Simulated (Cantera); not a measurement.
Mixture: 1.96 % C3H8, 20.0 % O2, 78.0 % N2, at 1.68 atm, adiabatic and at constant volume. Ignition delay is the time to a rise of 400 K.

Detailed kinetics in Cantera: GRI-Mech 3.0 (53 species, 325 reactions). GRI-Mech 3.0 was tuned for natural gas; its chemistry of propane as a main component is partial and can be far from experiment.

**Question.** Predict: delay at 1050 K; delay at 1250 K; delay at 1450 K; delay at 1650 K; delay at 1850 K; apparent activation energy between 1650 and 1850 K.

**Answer.** 
```
Quantity                                                Result
--------------------------------------------------  ----------
delay at 1050 K                                        0.111 s
delay at 1250 K                                        1.62 ms
delay at 1450 K                                        83.2 µs
delay at 1650 K                                        15.7 µs
delay at 1850 K                                        6.22 µs
apparent activation energy between 1650 and 1850 K  120 kJ/mol
```
